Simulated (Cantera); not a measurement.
Mixture: CH₄ : C₂H₆ : O₂ : N₂ = 1 : 0.16 : 1.35 : 5.07 (molar parts), equivalence ratio 1.9, at 68000 Pa, adiabatic and at constant pressure. Ignition delay is the time to a rise of 400 K.

Model: GRI-Mech 3.0 (53 species, 325 reactions), integrated in Cantera.

**Question.** Predict: delay at 1198 K; delay at 1273 K; delay at 1348 K; delay at 1423 K; delay at 1498 K; delay at 1573 K; apparent activation energy between 1423 and 1573 K.

**Answer.** 
| Item | Value |
|---|---|
| delay at 1198 K | 5.48 ms |
| delay at 1273 K | 2.44 ms |
| delay at 1348 K | 1.19 ms |
| delay at 1423 K | 0.604 ms |
| delay at 1498 K | 0.320 ms |
| delay at 1573 K | 0.179 ms |
| apparent activation energy between 1423 and 1573 K | 150 kJ/mol |
